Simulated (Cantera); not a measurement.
## Hydrocarbon pyrolysis for carbon deposition

An isothermal, constant-pressure homogeneous reactor starts with 6.25 % C2H6, 93.8 % H2, at 1775 K and 101000 Pa.

Model: GRI-Mech 3.0 (53 species, 325 reactions), integrated in Cantera. GRI-Mech 3.0 stops at C3 and has no aromatics, soot or wall deposition, so with more carbon than oxygen in the feed, carbon stays in small species such as C2H2 where larger ones or solid carbon would form.

```tsv
t (s)	x C2H6	x H2	x C2H2	x C2H4	x CH4	x C2H
1.00e-6	0.0576	0.935	1.85e-6	0.00113	0.00249	1.10e-11
4.29e-6	0.0276	0.919	0.000630	0.0138	0.0287	1.14e-8
1.84e-5	0.000912	0.906	0.00838	0.0182	0.0632	9.14e-8
7.88e-5	4.85e-5	0.907	0.0158	0.0114	0.0645	4.62e-8
0.000338	2.16e-5	0.908	0.0230	0.00422	0.0638	4.99e-8
0.00145	1.91e-5	0.910	0.0271	0.000924	0.0616	6.04e-8
0.00621	1.49e-5	0.914	0.0305	0.000939	0.0540	6.85e-8
0.0266	7.05e-6	0.924	0.0386	0.00106	0.0356	8.81e-8
0.114	2.33e-6	0.934	0.0465	0.00123	0.0176	1.09e-7
0.490	1.77e-6	0.936	0.0481	0.00126	0.0140	1.13e-7
2.10	1.77e-6	0.936	0.0481	0.00126	0.0140	1.13e-7
9.00	1.77e-6	0.936	0.0481	0.00126	0.0140	1.13e-7
```
x: mole fraction; the columns are a selection and need not sum to one.

Equilibrium at this temperature and pressure: C2H6 1.77e-6, H2 0.936, C2H2 0.0481, C2H4 0.00126, CH4 0.0140, C2H 1.13e-7 (gas phase only).
